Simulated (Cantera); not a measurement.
A perfectly stirred reactor is fed with CH₄ : O₂ : N₂ = 1 : 1.82 : 6 (molar parts), equivalence ratio 1.1, at 18.0 bar; it is adiabatic with a 750 K inlet, and is followed from long to short residence time, starting on the burning branch (τ in s: 0.2, 0.087, 0.038, 0.016, 0.0071, 0.0031, 0.0013, 0.00057, 0.00025, 0.00011, 4.6e-05, 2e-05).

Cantera simulation using GRI-Mech 3.0 (53 species, 325 reactions); the numbers are that mechanism's predictions, not measurements. The pressure lies above the range GRI-Mech 3.0 was tuned for (to about 10 atm).

x: mole fraction; the columns are a selection and need not sum to one.

```tsv
τ (s)	T (K)	x CH₄	x O₂	x H₂O	x HCO	x CH₃	x C₂H₄
0.20	2633	1.02e-7	0.00155	0.205	8.66e-8	___	<1e-12
0.087	2633	2.33e-7	0.00155	0.205	8.77e-8	___	1.04e-12
0.038	2633	5.31e-7	0.00157	0.205	9.01e-8	___	5.39e-12
0.016	2633	1.25e-6	0.00160	0.205	9.62e-8	___	2.98e-11
0.0071	2632	2.76e-6	0.00167	0.204	1.09e-7	___	1.45e-10
0.0031	2630	6.09e-6	0.00181	0.204	1.39e-7	___	7.02e-10
0.0013	2627	1.35e-5	0.00212	0.204	2.12e-7	___	3.39e-9
0.00057	2618	2.75e-5	0.00267	0.203	3.70e-7	___	1.37e-8
0.00025	2603	5.41e-5	0.00359	0.202	7.19e-7	___	4.94e-8
0.00011	2578	0.000103	0.00507	0.200	1.48e-6	___	1.62e-7
4.6e-5	2539	0.000206	0.00748	0.197	3.29e-6	___	5.47e-7
2.0e-5	2486	0.000418	0.0110	0.194	7.17e-6	___	1.83e-6
```

Problem. Fill in the missing entries.

Solution. 
- 0.20, x CH₃: 7.63e-8
- 0.087, x CH₃: 1.75e-7
- 0.038, x CH₃: 3.99e-7
- 0.016, x CH₃: 9.40e-7
- 0.0071, x CH₃: 2.08e-6
- 0.0031, x CH₃: 4.60e-6
- 0.0013, x CH₃: 1.02e-5
- 0.00057, x CH₃: 2.08e-5
- 0.00025, x CH₃: 4.05e-5
- 0.00011, x CH₃: 7.59e-5
- 4.6e-5, x CH₃: 0.000145
- 2.0e-5, x CH₃: 0.000276
